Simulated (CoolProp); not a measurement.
Vapour-liquid equilibrium of R143a (1) + R236FA (2) at 24.55 °C; x and y are mole fractions of (1).

The numbers come from the multi-fluid Helmholtz-energy mixture model, Lemmon and Jacobsen 2000 and Pan 2012; pair parameters Bell 2016 in CoolProp.

| x | bubble pressure, mixture model (kPa) | bubble pressure, Raoult's law (kPa) | y, mixture model | y, Raoult's law |
|---|---|---|---|---|
| 0.05 | 305.4 | 316.8 | ___ | 0.197 |
| 0.125 | 364.0 | 390.3 | 0.332 | 0.399 |
| 0.2 | 425.3 | 463.7 | 0.466 | 0.538 |
| 0.275 | ___ | 537.1 | 0.570 | 0.638 |
| 0.35 | 556.0 | 610.5 | 0.653 | 0.715 |
| 0.425 | 625.4 | 683.9 | 0.721 | 0.775 |
| 0.5 | ___ | 757.4 | ___ | 0.823 |
| 0.575 | ___ | 830.8 | 0.825 | 0.863 |
| 0.65 | ___ | 904.2 | 0.866 | 0.896 |
| 0.725 | 929.0 | 977.6 | 0.901 | 0.925 |
| 0.8 | 1012 | 1051 | ___ | 0.949 |
| 0.875 | 1097 | 1124 | 0.959 | 0.970 |
| 0.95 | 1186 | 1198 | 0.984 | 0.989 |

Task: Complete the blanks.

Result: 
- 0.05, y, mixture model: 0.155
- 0.275, bubble pressure, mixture model (kPa): 489.3
- 0.5, bubble pressure, mixture model (kPa): 697.4
- 0.5, y, mixture model: 0.778
- 0.575, bubble pressure, mixture model (kPa): 771.9
- 0.65, bubble pressure, mixture model (kPa): 849.1
- 0.8, y, mixture model: 0.932

The largest gap from Raoult's law is -8.9 % in bubble pressure, at x = 0.35. No azeotrope shows between x = 0.05 and 0.95.

The pair parameters rest on a limited set of measurements; away from them the model extrapolates.
